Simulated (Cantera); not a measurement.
Input: 1 mol Cr, 0.72 mol NH3, 49 mol H2, at 0.133 bar.

Cantera equilibrium calculation (NASA polynomials, part measured and part estimated; ideal gas, pure solids and liquids). Candidate condensed phases: Cr, CrN, Cr2N; 11 gas species. The numbers say what is thermodynamically allowed, not how fast it happens.

Q: Which condensed phases are stable at each of these points (T (°C)): 527, 677, 827, 977, 1127, 1277, 1427, 1577, 1727, 1877, 2027, 2177, 2327, 2477?

A: 
| T (°C) | condensed phases | Cr condensed (%) |
|---|---|---|
| 527 | CrN(s) + Cr2N(s) | 100.0 |
| 677 | Cr2N(s) | 100.0 |
| 827 | Cr2N(s) | 100.0 |
| 977 | Cr(s) | 100.0 |
| 1127 | Cr(s) | 100.0 |
| 1277 | Cr(s) | 99.9 |
| 1427 | Cr(s) | 99.2 |
| 1577 | Cr(s) | 93.0 |
| 1727 | Cr(s) | 56.2 |
| 1877 | gas only | 0.0 |
| 2027 | gas only | 0.0 |
| 2177 | gas only | 0.0 |
| 2327 | gas only | 0.0 |
| 2477 | gas only | 0.0 |

At 527 °C the condensed part is CrN(s) + Cr2N(s). From 677 °C to 827 °C the condensed part is Cr2N(s). From 977 °C to 1727 °C the condensed part is Cr(s). From 1877 °C to 2477 °C nothing is condensed.
